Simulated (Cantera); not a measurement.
Input (Python, Cantera) and output of one run.

```python
import numpy as np
import cantera as ct

gas_names = """
    B BH BH2 BH3 BN B2 H H2 N NH NH2 NH3 N2 N2H2 N2H4
""".split()
cond_names = """
    B(b) B(L) BN(s)
""".split()


# ... load() reads the species with a 1 bar reference pressure and builds the phases ...
atoms = {
    'B2H6': {'B': 2, 'H': 6},
    'NH3': {'N': 1, 'H': 3},
    'N2': {'N': 2},
}
top_T = {'BN(s)': 3200}  # K; cautious upper limits of use, not melting points


# ... equilibrate(T, P, feed) seeds the gas with the atoms and calls Mixture.equilibrate('TP', solver="vcs", rtol=1e-11, max_steps=5000) ...
results = []
T = 2350  # K
P = 1333.22  # Pa
for m in [0.72, 1, 1.5, 2.2, 3.1, 4.5, 6.6, 9.5, 14]:
    feed = {'B2H6': 1, 'NH3': m, 'N2': 25}  # mol
    mix = equilibrate(T, P, feed)
    results.append((T, P, feed, dict(zip(mix.species_names, mix.species_moles))))
    x = sorted(zip(gas.X, gas.species_names), reverse=True)
    print(f"T = {T:g} K  P = {P:g} Pa  n(NH3) = {m:g} mol  gas = {mix.phase_moles(0):.4g} mol")
    print("   x: " + "  ".join(f"{s} {v:.3e}" for v, s in x if v > 1e-06))
    print("   condensed (mol): " + ("  ".join(f"{mix.phase(i).name} {mix.phase_moles(i):.4g}"
          for i in range(1, mix.n_phases) if mix.phase_moles(i) > 1e-12) or "none"))
```

Output:

```
T = 2350 K  P = 1333.22 Pa  n(NH3) = 0.72 mol  gas = 29.05 mol
   x: N2 8.393e-01  H2 1.213e-01  H 3.762e-02  B 1.326e-03  BH2 2.941e-04  BN 7.039e-05  BH 4.081e-05
   condensed (mol): BN(s) 1.95
T = 2350 K  P = 1333.22 Pa  n(NH3) = 1 mol  gas = 29.65 mol
   x: N2 8.272e-01  H2 1.318e-01  H 3.922e-02  B 1.335e-03  BH2 3.219e-04  BN 7.039e-05  BH 4.286e-05
   condensed (mol): BN(s) 1.947
T = 2350 K  P = 1333.22 Pa  n(NH3) = 1.5 mol  gas = 30.71 mol
   x: N2 8.067e-01  H2 1.496e-01  H 4.179e-02  B 1.352e-03  BH2 3.700e-04  BN 7.039e-05  BH 4.624e-05
   condensed (mol): BN(s) 1.943
T = 2350 K  P = 1333.22 Pa  n(NH3) = 2.2 mol  gas = 32.2 mol
   x: N2 7.804e-01  H2 1.727e-01  H 4.489e-02  B 1.375e-03  BH2 4.343e-04  BN 7.039e-05  BH 5.051e-05
   condensed (mol): BN(s) 1.938
T = 2350 K  P = 1333.22 Pa  n(NH3) = 3.1 mol  gas = 34.11 mol
   x: N2 7.501e-01  H2 1.996e-01  H 4.826e-02  B 1.402e-03  BH2 5.119e-04  BN 7.039e-05  BH 5.538e-05
   condensed (mol): BN(s) 1.93
T = 2350 K  P = 1333.22 Pa  n(NH3) = 4.5 mol  gas = 38.04 mol
   x: N2 7.163e-01  H2 2.298e-01  H 5.178e-02  B 1.403e-03  BH2 5.897e-04  BN 6.883e-05  BH 5.946e-05
   condensed (mol): B(L) 1.919
T = 2350 K  P = 1333.22 Pa  n(NH3) = 6.6 mol  gas = 42.46 mol
   x: N2 6.664e-01  H2 2.747e-01  H 5.662e-02  B 1.403e-03  BH2 7.050e-04  BN 6.639e-05  BH 6.502e-05  BH3 1.277e-06
   condensed (mol): B(L) 1.905
T = 2350 K  P = 1333.22 Pa  n(NH3) = 9.5 mol  gas = 48.56 mol
   x: N2 6.126e-01  H2 3.236e-01  H 6.145e-02  B 1.403e-03  BH2 8.305e-04  BH 7.057e-05  BN 6.365e-05  BH3 1.632e-06
   condensed (mol): B(L) 1.885
T = 2350 K  P = 1333.22 Pa  n(NH3) = 14 mol  gas = 58.02 mol
   x: N2 5.515e-01  H2 3.794e-01  H 6.653e-02  B 1.403e-03  BH2 9.736e-04  BH 7.641e-05  BN 6.040e-05  BH3 2.072e-06
   condensed (mol): B(L) 1.854
```

Cantera equilibrium calculation (NASA polynomials, part measured and part estimated; ideal gas, pure solids and liquids). The feed counts by its element totals alone. The tables' values for BH2 are old estimates; treat these amounts as uncertain.
